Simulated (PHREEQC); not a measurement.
0.82 g of hydrous ferric oxide (600 m²/g; 0.2 weak and 0.005 strong sites per Fe, Dzombak-Morel constants, diffuse double layer) in 1 kg of water with 0.005 mol/kgw of an inert sodium salt, at 25 °C; the pH is set by adding NaOH or the inert anion's acid. Oxygen alone is held at its pressure in air (log pO2 = -0.68). CO2 from the air is kept out. Precipitation was switched off in this run.

Base run: PHREEQC, ion-association model, wateq4f.dat. Each further column changes one thing. The table gives surface charge σ (C/m²).

| pH | base | background salt from 0.005 to 0.0005 mol/kgw | oxide from 0.82 to 4.1 g/kgw | 0.00026 mol/kgw CaCl2 added |
|---|---|---|---|---|
| 3 | 0.307 | 0.255 | 0.321 | 0.311 |
| 3.38 | 0.262 | 0.189 | 0.281 | 0.268 |
| 3.75 | 0.216 | 0.137 | 0.234 | 0.223 |
| 4.5 | 0.133 | 0.068 | 0.143 | 0.139 |
| 4.88 | 0.101 | 0.047 | 0.107 | 0.105 |
| 5.25 | 0.075 | 0.032 | 0.079 | 0.078 |
| 5.62 | 0.054 | 0.021 | 0.056 | 0.057 |
| 6.38 | 0.026 | 0.009 | 0.026 | 0.027 |
| 6.75 | 0.017 | 0.006 | 0.017 | 0.018 |
| 7.12 | 0.011 | 0.004 | 0.011 | 0.012 |
| 7.5 | 0.006 | 0.002 | 0.006 | 0.007 |
| 8.25 | -0.001 | 0.000 | -0.001 | 0.000 |
| 8.62 | -0.005 | -0.002 | -0.005 | -0.003 |
| 9 | -0.009 | -0.003 | -0.009 | -0.006 |

The oxide is taken as insoluble; below pH 4 it would dissolve.
